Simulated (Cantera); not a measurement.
Moist CO burnout

An isothermal, constant-pressure homogeneous reactor starts with 0.625 % CO, 8.78 % O₂, 0.0480 % H₂O, 90.5 % N₂, at 850 K and 100.0 Torr.

Computed with Cantera and GRI-Mech 3.0 (53 species, 325 reactions).

```tsv
t (s)	x CO	x O₂	x H₂O	x H₂	x CO₂	x OH
0.000400	0.00625	0.0878	0.000480	<1e-12	<1e-12	<1e-12
0.00116	0.00625	0.0878	0.000480	<1e-12	1.55e-12	<1e-12
0.00338	0.00625	0.0878	0.000480	<1e-12	4.52e-12	<1e-12
0.00982	0.00625	0.0878	0.000480	<1e-12	1.33e-11	<1e-12
0.0285	0.00625	0.0878	0.000480	<1e-12	4.05e-11	<1e-12
0.0830	0.00625	0.0878	0.000480	<1e-12	1.32e-10	<1e-12
0.241	0.00625	0.0878	0.000480	<1e-12	4.92e-10	<1e-12
0.701	0.00625	0.0878	0.000480	<1e-12	2.20e-9	<1e-12
2.04	0.00625	0.0878	0.000480	<1e-12	1.28e-8	2.66e-12
5.92	0.00625	0.0878	0.000480	1.75e-11	1.79e-7	2.81e-11
17.2	0.00620	0.0878	0.000479	1.09e-7	4.32e-5	5.45e-9
50.0	0.00545	0.0875	0.000478	1.21e-6	0.000797	1.29e-8
```
x: mole fraction; the columns are a selection and need not sum to one.

Equilibrium at this temperature and pressure: CO <1e-12, O₂ 0.0850, H₂O 0.000481, H₂ <1e-12, CO₂ 0.00627, OH 3.36e-10 (gas phase only).
